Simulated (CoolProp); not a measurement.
Properties of tetrahydrofuran at several states.

Values from CoolProp's reference Helmholtz-energy equation of state, Fiedler 2023.

| T (K) | p (kPa) | phase | speed of sound (m/s) | expansivity (1/kK) | fugacity coefficient |
|---|---|---|---|---|---|
| 395.7 | 401 | gas | 208.4 | 3.189 | 0.9320 |
| 286.9 | 75 | liquid | 1332 | 1.217 | 0.1714 |
| 232.9 | 11.7 | liquid | 1596 | 1.107 | 0.03954 |
| 229.5 | 2820 | liquid | 1622 | 1.091 | 0.0001397 |
| 314.4 | 570 | liquid | 1203 | 1.295 | 0.07434 |
